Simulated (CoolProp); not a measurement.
A single-stage vapour-compression cycle with R22: evaporating at 199.15 K (dew point), condensing at 222.15 K (bubble point), superheat 2 K, subcooling 8 K, compressor efficiency 0.9, no pressure losses. Each further row changes one setting.

Model: reference Helmholtz-energy equation of state, Kamei 1995, in CoolProp.

| case | cooling COP | pressure ratio | discharge temperature (K) | refrigerating effect (kJ/kg) | volumetric capacity (kJ/m³) |
|---|---|---|---|---|---|
| as stated | 7.32 | 3.89 | 259.7 | 238 | 196 |
| evaporating temperature 204.15 K | 9.80 | 2.81 | 250.6 | 241 | 268 |
| condensing temperature 217.15 K | 9.53 | 2.98 | 247.7 | 244 | 200 |
| subcooling 13 K | 7.48 | 3.89 | 259.7 | 244 | 200 |
| superheat 12 K | 7.14 | 3.89 | 271.0 | 244 | 191 |
| compressor efficiency 0.8 | 6.50 | 3.89 | 266.2 | 238 | 196 |
